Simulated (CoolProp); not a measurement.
Saturation properties of trans-2-butene.

The numbers come from the reference Helmholtz-energy equation of state, Lemmon 2005 in CoolProp. It is a short technical equation, of lower accuracy than the large ones.

```csv
T (K),p (bar),liquid density (kg/m³),vapour density (kg/m³),liquid cp (kJ/(kg K))
295.7,2.165,601.5,5.315,2.318
307.2,3.086,…,7.444,2.376
318.7,4.278,573.0,10.19,…
330.3,5.801,557.6,13.72,2.515
341.8,7.677,541.4,18.15,2.599
353.3,9.971,524.2,23.73,2.697
364.8,12.74,…,30.77,2.816
376.4,16.07,484.7,…,2.972
387.9,19.97,461.5,51.57,3.187
399.4,24.56,434.4,…,3.532
```

Task: What belongs in the gaps?

Result: 
- 307.2, liquid density (kg/m³): 587.5
- 318.7, liquid cp (kJ/(kg K)): 2.441
- 364.8, liquid density (kg/m³): 505.5
- 376.4, vapour density (kg/m³): 39.85
- 399.4, vapour density (kg/m³): 67.43

It boils at 274.0 K under 1 atm.
